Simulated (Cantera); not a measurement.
An isothermal, constant-pressure homogeneous reactor starts with 0.109 % CO, 0.348 % O2, 0.0229 % H2O, 99.5 % N2, equivalence ratio 0.16, at 1000 K and 308 Torr.

Detailed kinetics in Cantera: GRI-Mech 3.0 (53 species, 325 reactions).

**Question.** Predict: x(CO) at 1.00 s; x(O2) at 1.00 s; x(H2O) at 1.00 s; x(OH) at 1.00 s.

**Answer.** 
| Quantity | Value |
|---|---|
| x(CO) at 1.00 s | 0.000967 (gas-phase equilibrium 1.94e-12) |
| x(O2) at 1.00 s | 0.00342 (gas-phase equilibrium 0.00294) |
| x(H2O) at 1.00 s | 0.000226 (gas-phase equilibrium 0.000229) |
| x(OH) at 1.00 s | 6.25e-7 (gas-phase equilibrium 2.37e-9) |
